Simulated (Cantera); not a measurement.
**Thermodynamics of thermal oxidation and active oxidation of silicon, feed Si + O₂ + N₂**

Input: 1 mol Si, 0.001 mol O₂, 28 mol N₂, at 1652 °C and 3.70 bar.

These are equilibrium values from Cantera (NASA tables, ideal gas, pure condensed phases), not measurements of a reactor. Candidate condensed phases: Si, SiO₂, Si₂N₂O, Si₃N₄; 16 gas species. Rates play no part.

```
Property                              Value
--------------------------------  ---------
x(N₂)                                 1.000
x(SiO)                              7.32e-5
n(Si₃N₄(s))                       0.333 mol
gas amount                        27.34 mol
log10 activity of Si(l) (absent)      -1.20
```
